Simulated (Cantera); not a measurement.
A closed system holds: 1 mol CH₃Cl, 0.059 mol Si, 0.14 mol H₂, equilibrated at 2675 K and 6.75 Torr.

Cantera equilibrium calculation (NASA polynomials, part measured and part estimated; ideal gas, pure solids and liquids). Candidate condensed phases: C, C₆H₆, C₇H₈, C₈H₁₈, Si, SiC; 109 gas species. The tables' values for SiCl are old estimates; treat these amounts as uncertain. Equilibrium is a limit: real reactors are often held back by kinetics, nucleation or transport.

Base state: H₂ 0.315, H 0.306, HCl 0.209, Cl 0.141, Si 0.0128, C₂H₂ (acetylene) 0.00679, SiC₂ 0.00531, SiCl₂ 0.00127 (mole fractions); condensed: C(graphite).

Task: What changes in the equilibrium state with this change: pressure from 6.75 Torr to 90.0 Torr?

Result: 
| species | before | after |
|---|---|---|
| H₂ | 0.315 | 0.466 |
| HCl | 0.209 | 0.344 |
| H | 0.306 | 0.102 |
| SiCl₂ | 0.00127 | 0.0138 |
| Cl | 0.141 | 0.0523 |
| Si | 0.0128 | 0.00569 |
| C₂H₂ (acetylene) | 0.00679 | 0.0100 |
| SiCl₃ | 1.80e-6 | 9.64e-5 |
| C | 0.000175 | 1.31e-5 |
| C₂ | 6.67e-5 | 5.00e-6 |
| C(graphite), mol | 0.920 | 0.939 |
The tables' values for SiCl, SiCl₃ are old estimates; treat these amounts as uncertain. Gases not in the tables: Si₂H₆ and higher silanes.
